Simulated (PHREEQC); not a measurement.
0.015 g of hydrous ferric oxide (600 m²/g; 0.2 weak and 0.005 strong sites per Fe, Dzombak-Morel constants, diffuse double layer) in 1 kg of water with 0.05 mol/kgw of an inert sodium salt and 2.6e-07 mol/kgw CuCl2, at 25 °C; the pH is set by adding NaOH or the inert anion's acid. Oxygen alone is held at its pressure in air (log pO2 = -0.68). No CO2 enters from the air. No solid was allowed to form.

Model: ion-association model, wateq4f.dat, run in PHREEQC.

```
pH   Cu sorbed (%)  surface charge σ (C/m²)  surface potential ψ (mV)
---  -------------  -----------------------  ------------------------
4              0.2                    0.294                       160
5              [?]                    0.181                       135
5.5           39.9                    0.130                       118
6             81.5                    0.089                       [?]
7             99.2                    0.035                        56
8             99.4                    0.003                       [?]
8.5           99.4                   -0.010                       -19
9             99.2                   -0.025                       -44
10            98.6                   -0.073                       -90
```

Task: Some entries are withheld; supply them.

Result: 
- 5, Cu sorbed (%): 8.7
- 6, surface potential ψ (mV): 100
- 8, surface potential ψ (mV): 6

Species that the database lacks are ignored. The database's constant for dissolved Cu(OH)2 is higher than later reviews accept.
